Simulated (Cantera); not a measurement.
A closed system holds: 1 mol Fe2O3, 0.19 mol Cl2, 2.1 mol N2, at 1000 K and 43.0 mbar.

Method: chemical equilibrium by Gibbs-energy minimisation in Cantera with the NASA 1993 tables (ideal gas, pure condensed phases). Candidate condensed phases: Fe, FeCl2, FeCl3, FeO, Fe2O3, Fe3O4; 19 gas species. Equilibrium is a limit: real reactors are often held back by kinetics, nucleation or transport.

Base state: N2 0.915, Cl2 0.0713, FeCl3 0.00715, O2 0.00571, Cl 0.000500, FeCl2 0.000460 (mole fractions); condensed: Fe2O3(s).

What changes in the equilibrium state with this change: temperature from 1000 K to 750 K?


| species | before | after |
|---|---|---|
| N2 | 0.915 | 0.917 |
| Cl2 | 0.0713 | 0.0825 |
| FeCl3 | 0.00715 | 0.000273 |
| O2 | 0.00571 | 0.000207 |
| FeCl2 | 0.000460 | 1.92e-7 |
| Cl | 0.000500 | 3.76e-6 |
| Fe2O3(s), mol | 0.991 | 1.000 |
Condensed phases not in the tables: FeOCl.
